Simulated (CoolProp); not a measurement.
Vapour-liquid equilibrium of propane (1) + cyclopropane (2) at 10.85 °C; x and y are mole fractions of (1).

Model: multi-fluid Helmholtz-energy mixture model, Lemmon 2009 and Polt 1992; pair parameters Bell 2016, in CoolProp. This equation is an older, rougher fit; its heat capacities, sound speeds and derivatives of the liquid may be far off and weren't checked against measurements.

Task: Give the bubble pressure and the first vapour's composition at x = 0.15, 0.35, 0.85. Is there an azeotrope?

Result: x = 0.15: 0.5304 MPa, y = 0.212; x = 0.35: 0.5796 MPa, y = 0.431; x = 0.85: 0.6481 MPa, y = 0.860. No azeotrope shows between x = 0.05 and 0.95.

Pair parameters are fitted to limited data, so mixtures are less certain than the pure fluids.
